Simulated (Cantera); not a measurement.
A closed system holds: 1 mol borazine, 12 mol H2O, 0.2 mol H2, held at 1323.15 K and 0.110 bar.

Cantera equilibrium calculation (NASA polynomials, part measured and part estimated; ideal gas, pure solids and liquids). Candidate condensed phases: B, BN, B2O3, B3O3H3, H2O; 39 gas species. The feed counts by its element totals alone. Gases not in the tables: H3BO3. Equilibrium is a limit: real reactors are often held back by kinetics, nucleation or transport.

Base state: H2 0.459, H2O 0.442, N2 0.0895, HBO2 0.00811, (HBO2)3 0.000746 (mole fractions); condensed: B2O3(l).

**Question.** What changes in the equilibrium state with this change: temperature from 1323.15 K to 1898.15 K?

**Answer.** 
```csv
species,before,after
H2,0.459,0.421
H2O,0.442,0.336
HBO2,0.00811,0.152
N2,0.0895,0.0823
BO2,1.04e-9,5.47e-5
BO,<1e-9,4.25e-5
"B2O3(l), mol",1.41,0
```
